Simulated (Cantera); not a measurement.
Charge: 1 mol Mg(OH)2, 0.022 mol CO2, held at 7.90 mbar.

Method: chemical equilibrium by Gibbs-energy minimisation in Cantera with the NASA 1993 tables (ideal gas, pure condensed phases). Candidate condensed phases: C, C6H6, C7H8, C8H18, H2O, Mg, MgCO3, MgO, Mg(OH)2; 116 gas species. Kinetics and transport are ignored.

x: gas mole fraction; n: condensed amount in mol.

| T (°C) | x H2O | x CO2 | x H2 | x O2 | x OH | x CO | x H | n MgO(s) |
|---|---|---|---|---|---|---|---|---|
| 927 | 0.978 | 0.0215 | ? | 1.68e-5 | 2.97e-6 | 1.03e-6 | 1.30e-8 | 1.00 |
| 977 | 0.978 | 0.0215 | ? | 3.27e-5 | 6.73e-6 | 2.29e-6 | 4.43e-8 | 1.00 |
| 1027 | 0.978 | 0.0215 | ? | 6.03e-5 | 1.43e-5 | 4.77e-6 | 1.38e-7 | 1.00 |
| 1077 | 0.978 | 0.0215 | ? | 0.000106 | 2.89e-5 | 9.41e-6 | 3.96e-7 | 1.00 |
| 1127 | 0.978 | 0.0215 | ? | 0.000180 | 5.53e-5 | 1.77e-5 | 1.05e-6 | 1.00 |
| 1177 | 0.977 | 0.0215 | ? | 0.000295 | 0.000101 | 3.17e-5 | 2.62e-6 | 1.00 |
| 1227 | 0.977 | 0.0215 | ? | 0.000466 | 0.000178 | 5.48e-5 | 6.15e-6 | 1.00 |
| 1277 | 0.976 | 0.0214 | ? | 0.000715 | 0.000302 | 9.11e-5 | 1.37e-5 | 1.00 |
| 1327 | 0.975 | 0.0214 | ? | 0.00107 | 0.000495 | 0.000147 | 2.89e-5 | 1.000 |
| 1377 | 0.973 | 0.0213 | ? | 0.00156 | 0.000787 | 0.000229 | 5.83e-5 | 1.000 |

Task: Complete the blanks.

Result: 
- 927, x H2: 3.41e-5
- 977, x H2: 6.64e-5
- 1027, x H2: 0.000123
- 1077, x H2: 0.000218
- 1127, x H2: 0.000370
- 1177, x H2: 0.000607
- 1227, x H2: 0.000963
- 1277, x H2: 0.00148
- 1327, x H2: 0.00223
- 1377, x H2: 0.00326
